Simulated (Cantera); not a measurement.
Thermodynamics of roasting and sulfation, feed MgO + SO₂ + O₂ + H₂S

Charge: 1 mol MgO, 0.8 mol SO₂, 0.061 mol O₂, 0.062 mol H₂S, equilibrated at 0.130 bar.

These are equilibrium values from Cantera (NASA tables, ideal gas, pure condensed phases), not measurements of a reactor. Candidate condensed phases: H₂O, H₂SO₄, Mg, MgO, Mg(OH)₂, MgS, MgSO₄, S; 26 gas species. Gases not in the tables: S₃ to S₇. Equilibrium is a limit: real reactors are often held back by kinetics, nucleation or transport.

From 1150 K to 1650 K the condensed part is MgO(s).

```json
[
 {"T (K)": "1150", "x SO₂": "0.914", "x H₂O": "0.0674", "x S₂": "0.0160", "x SO": "0.000251", "x H₂": "0.000361", "x S₂O": "0.00142", "x H₂S": "0.000545", "n MgO(s)": "1.00"},
 {"T (K)": "1200", "x SO₂": "0.914", "x H₂O": "0.0673", "x S₂": "0.0160", "x SO": "0.000427", "x H₂": "0.000485", "x S₂O": "0.00139", "x H₂S": "0.000493", "n MgO(s)": "1.00"},
 {"T (K)": "1250", "x SO₂": "0.914", "x H₂O": "0.0672", "x S₂": "0.0159", "x SO": "0.000694", "x H₂": "0.000636", "x S₂O": "0.00137", "x H₂S": "0.000449", "n MgO(s)": "1.00"},
 {"T (K)": "1300", "x SO₂": "0.913", "x H₂O": "0.0670", "x S₂": "0.0158", "x SO": "0.00109", "x H₂": "0.000817", "x S₂O": "0.00134", "x H₂S": "0.000412", "n MgO(s)": "1.00"},
 {"T (K)": "1350", "x SO₂": "0.913", "x H₂O": "0.0668", "x S₂": "0.0157", "x SO": "0.00164", "x H₂": "0.00103", "x S₂O": "0.00131", "x H₂S": "0.000378", "n MgO(s)": "1.00"},
 {"T (K)": "1400", "x SO₂": "0.913", "x H₂O": "0.0666", "x S₂": "0.0154", "x SO": "0.00241", "x H₂": "0.00127", "x S₂O": "0.00128", "x H₂S": "0.000348", "n MgO(s)": "1.00"},
 {"T (K)": "1450", "x SO₂": "0.912", "x H₂O": "0.0663", "x S₂": "0.0151", "x SO": "0.00343", "x H₂": "0.00155", "x S₂O": "0.00125", "x H₂S": "0.000321", "n MgO(s)": "1.00"},
 {"T (K)": "1500", "x SO₂": "0.911", "x H₂O": "0.0660", "x S₂": "0.0148", "x SO": "0.00476", "x H₂": "0.00186", "x S₂O": "0.00121", "x H₂S": "0.000296", "n MgO(s)": "1.00"},
 {"T (K)": "1550", "x SO₂": "0.910", "x H₂O": "0.0656", "x S₂": "0.0143", "x SO": "0.00646", "x H₂": "0.00219", "x S₂O": "0.00117", "x H₂S": "0.000272", "n MgO(s)": "1.00"},
 {"T (K)": "1600", "x SO₂": "0.908", "x H₂O": "0.0652", "x S₂": "0.0137", "x SO": "0.00856", "x H₂": "0.00256", "x S₂O": "0.00112", "x H₂S": "0.000249", "n MgO(s)": "1.00"},
 {"T (K)": "1650", "x SO₂": "0.907", "x H₂O": "0.0648", "x S₂": "0.0129", "x SO": "0.0111", "x H₂": "0.00294", "x S₂O": "0.00106", "x H₂S": "0.000226", "n MgO(s)": "1.00"}
]
```
x: gas mole fraction; n: condensed amount in mol.
